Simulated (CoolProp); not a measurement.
Benzene at several states: Z from the reference equation and from simpler models built on Tc = 562.0 K, pc = 49.06 bar, ω = 0.211; each cubic takes its own stable root.

Computed with CoolProp (reference Helmholtz-energy equation of state, Thol 2012).

| T (K) | p (bar) | phase | reference | van der Waals | Redlich-Kwong | Soave-Redlich-Kwong | Peng-Robinson |
|---|---|---|---|---|---|---|---|
| 307.4 | 1.38 | liquid | 0.004883 | 0.9656 | 0.005447 | 0.005346 | 0.004744 |
| 310 | 3.48 | liquid | 0.01225 | 0.02021 | 0.01366 | 0.01340 | 0.01189 |
| 457.3 | 24.2 | liquid | 0.07240 | 0.1186 | 0.08395 | 0.08072 | 0.07121 |

At some of these states van der Waals gives the other phase, because its saturation line lies elsewhere.
